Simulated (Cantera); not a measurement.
A closed system holds: 1 mol PbO, 8.3 mol CO, 47 mol N₂, at 13300 Pa.

Equilibrium computed with Cantera from the NASA thermochemical tables; the gas is ideal and each condensed phase is pure. Candidate condensed phases: C, Pb, PbO, PbO₂, Pb₃O₄; 27 gas species. The numbers say what is thermodynamically allowed, not how fast it happens.

Question: What share of the Pb ends up in condensed phases as a function of T (°C), at 650, 700, 750, 800, 850, 900, 950, 1000, 1050, 1100, 1150?

Answer: 
```json
[
 {"T (°C)": "650", "Pb condensed (%)": "99.9", "as": "Pb(l)"},
 {"T (°C)": "700", "Pb condensed (%)": "99.6", "as": "Pb(l)"},
 {"T (°C)": "750", "Pb condensed (%)": "98.9", "as": "Pb(l)"},
 {"T (°C)": "800", "Pb condensed (%)": "97.0", "as": "Pb(l)"},
 {"T (°C)": "850", "Pb condensed (%)": "92.4", "as": "Pb(l)"},
 {"T (°C)": "900", "Pb condensed (%)": "82.4", "as": "Pb(l)"},
 {"T (°C)": "950", "Pb condensed (%)": "62.1", "as": "Pb(l)"},
 {"T (°C)": "1000", "Pb condensed (%)": "22.8", "as": "Pb(l)"},
 {"T (°C)": "1050", "Pb condensed (%)": "0.0", "as": "-"},
 {"T (°C)": "1100", "Pb condensed (%)": "0.0", "as": "-"},
 {"T (°C)": "1150", "Pb condensed (%)": "0.0", "as": "-"}
]
```
